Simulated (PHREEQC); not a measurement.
Solution (25 °C): 0.002 mol Cu(NO3)2 per kg of water. Closed to the air; pH follows from the charge balance.

The numbers come from PHREEQC with the ion-association model, wateq4f.dat.

Task: The ionic strength comes out as 0.00600 mol/kgw. What activity coefficients do Cu2(OH)2+2, CuOH+, Cu+2, H+, NO3- get?

Result: Cu2(OH)2+2 0.72, CuOH+ 0.92, Cu+2 0.73, H+ 0.93, NO3- 0.92.

Precipitation was switched off in this run.
